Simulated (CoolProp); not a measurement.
Vapour-liquid equilibrium of carbon dioxide (1) + R124 (2) at 0.599 MPa; x and y are mole fractions of (1).

The numbers come from the multi-fluid Helmholtz-energy mixture model, Span 1996 and de Vries 1995; pair parameters Bell 2016 in CoolProp.

```json
[
 {"x": "0.05", "bubble temperature (°C)": "24.3", "y at the bubble point": "0.370", "dew temperature at overall composition x (°C)": "38.4", "liquid density (mol/L)": "10.23"},
 {"x": "0.125", "bubble temperature (°C)": "5.9", "y at the bubble point": "0.670", "dew temperature at overall composition x (°C)": "35.4", "liquid density (mol/L)": "11.18"},
 {"x": "0.2", "bubble temperature (°C)": "-6.8", "y at the bubble point": "0.806", "dew temperature at overall composition x (°C)": "32.2", "liquid density (mol/L)": "12.07"},
 {"x": "0.275", "bubble temperature (°C)": "-16.0", "y at the bubble point": "0.876", "dew temperature at overall composition x (°C)": "28.9", "liquid density (mol/L)": "12.94"},
 {"x": "0.35", "bubble temperature (°C)": "-23.0", "y at the bubble point": "0.916", "dew temperature at overall composition x (°C)": "25.3", "liquid density (mol/L)": "13.84"},
 {"x": "0.425", "bubble temperature (°C)": "-28.6", "y at the bubble point": "0.942", "dew temperature at overall composition x (°C)": "21.5", "liquid density (mol/L)": "14.80"},
 {"x": "0.5", "bubble temperature (°C)": "-33.3", "y at the bubble point": "0.959", "dew temperature at overall composition x (°C)": "17.3", "liquid density (mol/L)": "15.83"},
 {"x": "0.575", "bubble temperature (°C)": "-37.4", "y at the bubble point": "0.971", "dew temperature at overall composition x (°C)": "12.7", "liquid density (mol/L)": "16.97"},
 {"x": "0.65", "bubble temperature (°C)": "-40.9", "y at the bubble point": "0.980", "dew temperature at overall composition x (°C)": "7.4", "liquid density (mol/L)": "18.22"},
 {"x": "0.725", "bubble temperature (°C)": "-44.1", "y at the bubble point": "0.987", "dew temperature at overall composition x (°C)": "1.3", "liquid density (mol/L)": "19.61"},
 {"x": "0.8", "bubble temperature (°C)": "-47.0", "y at the bubble point": "0.992", "dew temperature at overall composition x (°C)": "-6.1", "liquid density (mol/L)": "21.18"},
 {"x": "0.875", "bubble temperature (°C)": "-49.5", "y at the bubble point": "0.996", "dew temperature at overall composition x (°C)": "-15.8", "liquid density (mol/L)": "22.95"},
 {"x": "0.95", "bubble temperature (°C)": "-51.8", "y at the bubble point": "0.999", "dew temperature at overall composition x (°C)": "-30.7", "liquid density (mol/L)": "24.98"}
]
```

No azeotrope shows between x = 0.05 and 0.95.

Pair parameters are fitted to limited data, so mixtures are less certain than the pure fluids.
